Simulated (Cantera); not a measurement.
Input (Python, Cantera) and output of one run.

```python
import numpy as np
import cantera as ct

gas_names = """
    O2 H2O
""".split()
cond_names = """
    Ca(b) CaO(s) CaO2H2(s)
""".split()


# ... load() reads the species with a 1 bar reference pressure and builds the phases ...
species = {s.name: s for s in load("nasa_gas.yaml", gas_names) + load("nasa_condensed.yaml", cond_names)}
T = 750
g = {n: (s.thermo.h(T) - T * s.thermo.s(T)) / (ct.gas_constant * T * np.log(10)) for n, s in species.items()}
valid = cond_names  # the entries whose range holds T


def stable(la, lb):
    # potentials (over RT ln 10) of the two non-metals from log10 p(O2) and log10 p(H2O) in bar
    mu = {}
    mu["O"] = (g["O2"] + la) / 2
    mu["H"] = (g["H2O"] + lb - 1 * mu["O"]) / 2
    cost = {}
    for n in valid:
        c = species[n].composition
        cost[n] = (g[n] - sum(c.get(e, 0) * m for e, m in mu.items())) / c["Ca"]
    return min(cost, key=cost.get)


results = []
for lb in [1, -2, -5, -8, -11, -14, -17, -20, -23, -26, -29]:
    row = [stable(la, lb) for la in [-25, -23.7, -22.4, -21.1, -19.7, -18.4, -17.1, -15.8, -14.5, -13.2, -11.8, -10.5, -9.2, -7.9, -6.6, -5.3, -3.9, -2.6, -1.3, 0]]
    results.append(row)
    print(f"{lb:6.1f}  " + " ".join(f"{valid.index(n):x}" for n in row))
print("key: " + ", ".join(f"{i:x} {n}" for i, n in enumerate(valid)))
```

Output:

```
   1.0  2 2 2 2 2 2 2 2 2 2 2 2 2 2 2 2 2 2 2 2
  -2.0  1 1 1 1 1 1 1 1 1 1 1 1 1 1 1 1 1 1 1 1
  -5.0  1 1 1 1 1 1 1 1 1 1 1 1 1 1 1 1 1 1 1 1
  -8.0  1 1 1 1 1 1 1 1 1 1 1 1 1 1 1 1 1 1 1 1
 -11.0  1 1 1 1 1 1 1 1 1 1 1 1 1 1 1 1 1 1 1 1
 -14.0  1 1 1 1 1 1 1 1 1 1 1 1 1 1 1 1 1 1 1 1
 -17.0  1 1 1 1 1 1 1 1 1 1 1 1 1 1 1 1 1 1 1 1
 -20.0  1 1 1 1 1 1 1 1 1 1 1 1 1 1 1 1 1 1 1 1
 -23.0  1 1 1 1 1 1 1 1 1 1 1 1 1 1 1 1 1 1 1 1
 -26.0  1 1 1 1 1 1 1 1 1 1 1 1 1 1 1 1 1 1 1 1
 -29.0  1 1 1 1 1 1 1 1 1 1 1 1 1 1 1 1 1 1 1 1
key: 0 Ca(b), 1 CaO(s), 2 CaO2H2(s)
```

Standard-state values (1 bar) from the NASA 1993 polynomials, evaluated with Cantera.
